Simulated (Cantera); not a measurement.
A Cantera script and what it prints.

```python
import numpy as np
import cantera as ct

gas_names = """
    N NO NO2 NO3 N2 N2O O O2 O3 V VN VO VO2
""".split()
cond_names = """
    V(cr) V(L) VN(s) VO(s) VO(L) V2O3(s) V2O3(L) V2O4(I) V2O4(II) V2O4(L) V2O5(s) V2O5(L)
""".split()


# ... load() reads the species with a 1 bar reference pressure and builds the phases ...
atoms = {
    'V': {'V': 1},
    'N2': {'N': 2},
    'O2': {'O': 2},
}
top_T = {'VN(s)': 2300}  # K; cautious upper limits of use, not melting points


# ... equilibrate(T, P, feed) seeds the gas with the atoms and calls Mixture.equilibrate('TP', solver="gibbs", rtol=1e-10, max_steps=50000) ...
results = []
feed = {'V': 1, 'N2': 0.58, 'O2': 0.017}  # mol
T = 2125  # K
for P in [0.1, 0.75, 5.6, 42, 320, 2400, 18000, 130000, 1000000]:
    mix = equilibrate(T, P, feed)
    results.append((T, P, feed, dict(zip(mix.species_names, mix.species_moles))))
    x = sorted(zip(gas.X, gas.species_names), reverse=True)
    print(f"T = {T:g} K  P = {P:g} Pa  gas = {mix.phase_moles(0):.4g} mol")
    print("   x: " + "  ".join(f"{s} {v:.3e}" for v, s in x if v > 0.001))
    print("   condensed (mol): " + ("  ".join(f"{mix.phase(i).name} {mix.phase_moles(i):.4g}"
          for i in range(1, mix.n_phases) if mix.phase_moles(i) > 1e-12) or "none"))
```

It prints:

```
T = 2125 K  P = 0.1 Pa  gas = 1.58 mol
   x: V 6.115e-01  N2 3.671e-01  VO 2.133e-02
   condensed (mol): none
T = 2125 K  P = 0.75 Pa  gas = 1.58 mol
   x: V 6.115e-01  N2 3.671e-01  VO 2.136e-02
   condensed (mol): none
T = 2125 K  P = 5.6 Pa  gas = 0.8104 mol
   x: N2 7.157e-01  V 2.431e-01  VO 4.050e-02
   condensed (mol): V(cr) 0.7696
T = 2125 K  P = 42 Pa  gas = 0.6173 mol
   x: N2 9.396e-01  V 3.241e-02  VO 2.581e-02  VO2 2.203e-03
   condensed (mol): V(cr) 0.9474  VO(L) 0.01535
T = 2125 K  P = 320 Pa  gas = 0.5846 mol
   x: N2 9.921e-01  V 4.254e-03  VO 3.387e-03
   condensed (mol): V(cr) 0.9637  VO(L) 0.03168
T = 2125 K  P = 2400 Pa  gas = 0.0971 mol
   x: N2 9.991e-01
   condensed (mol): VN(s) 0.966  VO(L) 0.03394
T = 2125 K  P = 18000 Pa  gas = 0.09701 mol
   x: N2 9.999e-01
   condensed (mol): VN(s) 0.966  VO(L) 0.03399
T = 2125 K  P = 130000 Pa  gas = 0.097 mol
   x: N2 1.000e+00
   condensed (mol): VN(s) 0.966  VO(L) 0.034
T = 2125 K  P = 1e+06 Pa  gas = 0.097 mol
   x: N2 1.000e+00
   condensed (mol): VN(s) 0.966  VO(L) 0.034
```

Method: chemical equilibrium by Gibbs-energy minimisation in Cantera with the NASA 1993 tables (ideal gas, pure condensed phases). Mutual solubility and eutectic melting of coexisting phases are not modelled. VN, VO: taken at fixed stoichiometry. Condensed phases not in the tables: solid solutions among these carbides, nitrides and lower oxides, V2N, N, O or C dissolved in the metal.
